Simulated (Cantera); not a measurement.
Feed: 1 mol Cr, 0.089 mol H₂O, equilibrated at 91000 Pa.

Equilibrium computed with Cantera from the NASA thermochemical tables; the gas is ideal and each condensed phase is pure. Candidate condensed phases: Cr, Cr₂O₃, H₂O; 13 gas species. Each liquid is taken as pure. Mutual solubility and eutectic melting of coexisting phases are not modelled. Kinetics and transport are ignored.

log p: log10 of the partial pressure in bar; n: condensed amount in mol.

| T (K) | log p H₂ | log p Cr | log p H₂O | log p H | log p CrO | n Cr(s) | n Cr₂O₃(s) | n Cr(l) | n Cr₂O₃(l) |
|---|---|---|---|---|---|---|---|---|---|
| 873 | -0.04 | <-12 | -6.09 | -10.35 | <-12 | 0.941 | 0.0297 | 0 | 0 |
| 1073 | -0.04 | -11.64 | -4.68 | -7.87 | <-12 | 0.941 | 0.0297 | 0 | 0 |
| 1273 | -0.04 | -8.65 | -3.72 | -6.17 | <-12 | 0.941 | 0.0297 | 0 | 0 |
| 1473 | -0.04 | (withheld) | (withheld) | (withheld) | (withheld) | 0.941 | 0.0296 | 0 | 0 |
| 1673 | -0.04 | -4.87 | -2.50 | -3.96 | -7.70 | 0.941 | 0.0296 | 0 | 0 |
| 1873 | -0.05 | -3.61 | -2.09 | -3.21 | -5.89 | 0.941 | 0.0294 | 0 | 0 |
| 2073 | -0.05 | (withheld) | (withheld) | (withheld) | (withheld) | 0.942 | 0.0291 | 0 | 0 |
| 2273 | -0.07 | -1.81 | -1.48 | -2.11 | -3.28 | 0 | 0.0285 | 0.941 | 0 |
| 2473 | -0.12 | -1.17 | -1.27 | -1.71 | -2.31 | 0 | 0.0276 | 0.937 | 0 |
| 2673 | -0.26 | -0.63 | -1.22 | -1.42 | -1.52 | 0 | 0 | 0.911 | 0.0252 |

Q: Complete the blanks.

A: 
- 1473, log p Cr: -6.50
- 1473, log p H₂O: -3.03
- 1473, log p H: -4.92
- 1473, log p CrO: -10.01
- 2073, log p Cr: -2.60
- 2073, log p H₂O: -1.76
- 2073, log p H: -2.61
- 2073, log p CrO: -4.45
